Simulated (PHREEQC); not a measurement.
Model water analysis in mg/L, 20 °C, pH 6.49, pe 9.9:

```tsv
constituent	mg/L
Na	2.57
K	2.02
Ca	0.973
Mg	1.46
Cl	4.47
S(6) as SO4	3.49
Alkalinity as HCO3	8.48
Li	0.0636
```

Valence states are taken as typed.

All values are PHREEQC results (ion-association model, wateq4f.dat), not measurements.

No solid was allowed to form.

**Question.** Estimate the charge-balance error.

**Answer.** charge-balance error 0.5 %.

**Question.** In which forms is C present?

**Answer.** HCO3- 57 %, CO2 43 % of the C.
